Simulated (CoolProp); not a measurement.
Vapour pressure (bar) of 1,2-dichloroethane: the reference equation beside estimates from Tc = 561.6 K, pc = 52.26 bar, ω = 0.269.

Model: reference Helmholtz-energy equation of state, Thol 2015, in CoolProp.

```csv
T (K),reference,Lee-Kesler,van der Waals,Soave-Redlich-Kwong,Peng-Robinson
365.6,1.331,1.312,7.160,1.314,1.323
382.2,2.123,2.112,9.061,2.112,2.113
398.8,3.240,3.248,11.27,3.246,3.230
415.4,4.760,4.798,13.80,4.798,4.757
432,6.768,6.848,16.67,6.861,6.785
448.6,9.355,9.488,19.90,9.531,9.410
465.2,12.62,12.81,23.49,12.91,12.74
481.8,16.67,16.92,27.47,17.10,16.88
498.4,21.63,21.95,31.84,22.23,21.96
```

Absolute difference from the reference over all 9 rows, mean and median: Lee-Kesler 1.1 and 1.4 %, van der Waals 184.4 and 146.3 %, Soave-Redlich-Kwong 1.5 and 1.4 %, Peng-Robinson 0.7 and 0.6 %.
